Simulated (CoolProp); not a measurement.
The fluid at 298.15 K and 0.807 MPa flows at 0.67 m/s in a round tube of 100 mm bore and 0.25 µm roughness, fully developed (64/Re and Nu = 3.66 if laminar; Colebrook and Gnielinski if turbulent). The same conditions are run with several fluids, on thermodynamics alone (safety and materials aside).

The numbers come from the reference Helmholtz-energy equation of state of each fluid (isobutane: Bücker 2006; ethylbenzene: Zhou 2012; R245fa: Akasaka 2015; n-pentane: Thol 2019; R227EA: Lemmon 2016) in CoolProp.

Problem. Rank isobutane, ethylbenzene, R245fa, n-pentane, R227EA by Reynolds number, highest first.

Solution. R227EA (386000), isobutane (243000), n-pentane (229000), R245fa (225000), ethylbenzene (93900)

```
fluid         Darcy friction factor  pressure drop (Pa/m)  heat-transfer coefficient (W/(m² K))  mass flow (kg/h)
------------  ---------------------  --------------------  ------------------------------------  ----------------
isobutane                    0.0151                  18.7                                   901             10400
ethylbenzene                 0.0182                  35.3                                   785             16300
R245fa                       0.0153                  46.0                                  1020             25400
n-pentane                    0.0152                  21.3                                  1030             11800
R227EA                       0.0138                  43.2                                   963             26300
```

Transport values come from each fluid's own correlations; those of ethylbenzene, R245fa, n-pentane, R227EA are estimates that may be off by 10 % or more.
